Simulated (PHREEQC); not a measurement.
A made-up water analysis in mg/L, 20 °C, pH 6.99, pe 9.9: Na 2.17; K 0.257; Ca 13.3; Mg 2.32; Cl 16.6; S(6) as SO4 19.1; Alkalinity as HCO3 4.85; Br 0.0161; O(0) (dissolved oxygen) 0.102; Cu(2) 1.49.

Cl is adjusted to close the charge balance.
Valence states are taken as typed.

The numbers come from PHREEQC with the ion-association model, wateq4f.dat.

```tsv
quantity	before	after
Cu(OH)2 (mol/kgw)	1.34e-5	2.49e-5
CaSO4 (mol/kgw)	8.18e-6	2.72e-5
SI of Cu(OH)2 (Cu(OH)2)	-0.02	+0.25
SI of Atacamite (Cu2(OH)3Cl)	-0.25	+0.58
```

**Question.** Name the change that produced these shifts.
A. pH from 6.99 to 7.99 at the same alkalinity
B. Na from 2.17 to 6.51 mg/L
C. all concentrations times 2 at the same typed pH
D. temperature from 20 to 60 °C at the same typed pH

**Answer.** C, all concentrations times 2 at the same typed pH

This is a speciation only: nothing precipitates in the calculation. Some of these states are supersaturated (in Brochantite, Malachite, for instance). The database's constant for dissolved Cu(OH)2 is higher than later reviews accept.
